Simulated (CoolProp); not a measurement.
Vapour-liquid equilibrium of propane (1) + isobutane (2) at 1.69 MPa; x and y are mole fractions of (1).

The numbers come from the multi-fluid Helmholtz-energy mixture model, Lemmon 2009 and Bücker 2006; pair parameters Kunz 2012 in CoolProp.

```csv
x,bubble temperature (K),y at the bubble point,dew temperature at overall composition x (K),liquid density (mol/L)
0.05,362.0,0.080,363.0,7.833
0.2,354.6,0.297,358.0,8.201
0.35,347.7,0.482,352.7,8.570
0.5,341.3,0.638,347.0,8.941
0.65,335.2,0.771,340.8,9.317
0.8,329.5,0.882,333.8,9.698
0.95,324.2,0.973,325.6,10.08
```

No azeotrope shows between x = 0.05 and 0.95.

Pair parameters are fitted to limited data, so mixtures are less certain than the pure fluids.
